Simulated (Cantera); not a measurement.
Input: 1 mol Al(CH₃)₃, 8.5 mol N₂O, 3.4 mol N₂, 16 mol H₂O, at 638 Torr.

These are equilibrium values from Cantera (NASA tables, ideal gas, pure condensed phases), not measurements of a reactor. Candidate condensed phases: Al, AlN, Al₂O₃, C, C₆H₆, C₇H₈, C₈H₁₈, H₂O; 148 gas species. The feed counts by its element totals alone. Gases not in the tables: Al(OH)₃. Kinetics and transport are ignored. All values below are at 1050 °C.

Base state: H₂O 0.500, N₂ 0.336, H₂ 0.0795, CO₂ 0.0654, CO 0.0193 (mole fractions); condensed: Al₂O₃(s).

Q: What changes in the equilibrium state with this change: N₂O from 8.5 to 2.4 mol?

A: 
| species | before | after |
|---|---|---|
| H₂O | 0.500 | 0.427 |
| H₂ | 0.0795 | 0.272 |
| N₂ | 0.336 | 0.198 |
| CO | 0.0193 | 0.0555 |
| CO₂ | 0.0654 | 0.0469 |
| Al₂O₃(s), mol | 0.500 | 0.500 |
